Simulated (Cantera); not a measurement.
An adiabatic, constant-volume homogeneous reactor starts with 13.2 % CH₄, 1.08 % H₂, 18.0 % O₂, 67.7 % N₂, equivalence ratio 1.5, at 1000 K and 1100000 Pa.

Detailed kinetics in Cantera: GRI-Mech 3.0 (53 species, 325 reactions).

Problem. Predict: time of steepest temperature rise; temperature at 3.00 s; equilibrium temperature; x(H₂) at 3.00 s; x(O₂) at 3.00 s.

Solution. 
```json
{
 "time_of_steepest_temperature_rise": "15.9 ms",
 "temperature at 3.00 s": "2796 K",
 "equilibrium_temperature": "2796 K",
 "x(H₂) at 3.00 s": "0.0748 (gas-phase equilibrium 0.0748)",
 "x(O₂) at 3.00 s": "7.64e-5 (gas-phase equilibrium 7.64e-5)"
}
```
